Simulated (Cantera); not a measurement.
Ammonia decomposition in nitride growth gas

An isothermal, constant-pressure homogeneous reactor starts with NH₃ : H₂ = 1 : 9.9 (molar parts), at 2373 K and 1200 Pa.

Detailed kinetics in Cantera: the gas-phase N/H chemistry of the illustrative SiF4/NH3 mechanism in the Surface Chemkin manual (1991). Walls and surfaces, which speed up NH3 decomposition in real reactors, are not modelled.

```
t (s)        x NH₃   x H₂     x NH₂       x N    x N₂H₂       x H
--------  --------  -----  --------  --------  --------  --------
0.000200    0.0917  0.908   3.99e-5  4.38e-10  4.06e-10  0.000120
0.000511    0.0916  0.908  0.000100   8.18e-9   3.51e-9  0.000306
0.00130     0.0914  0.908  0.000253   1.39e-7   3.59e-8  0.000777
0.00333     0.0909  0.907  0.000616   2.03e-6   3.93e-7   0.00191
0.00850     0.0877  0.906   0.00109   1.18e-5   1.95e-6   0.00351
0.0217      0.0759  0.912   0.00106   1.45e-5   2.02e-6   0.00397
0.0554      0.0522  0.925  0.000824   1.47e-5   1.35e-6   0.00455
0.141       0.0195  0.941  0.000433   1.56e-5   4.87e-7   0.00649
0.361     0.000681  0.939   4.47e-5   1.45e-5   1.19e-8    0.0192
0.922      2.55e-6  0.896   5.78e-7   2.25e-6  4.11e-12    0.0631
2.35       1.05e-7  0.851   4.34e-8   5.61e-7    <1e-12     0.109
6.01       3.24e-8  0.843   1.46e-8   2.24e-7    <1e-12     0.118
15.3       2.26e-8  0.843   1.02e-8   1.56e-7    <1e-12     0.118
39.2       2.21e-8  0.843   9.96e-9   1.53e-7    <1e-12     0.118
100        2.21e-8  0.843   9.96e-9   1.53e-7    <1e-12     0.118
```
x: mole fraction; the columns are a selection and need not sum to one.

Equilibrium at this temperature and pressure: NH₃ 2.21e-8, H₂ 0.843, NH₂ 9.96e-9, N 1.53e-7, N₂H₂ <1e-12, H 0.118 (gas phase only).
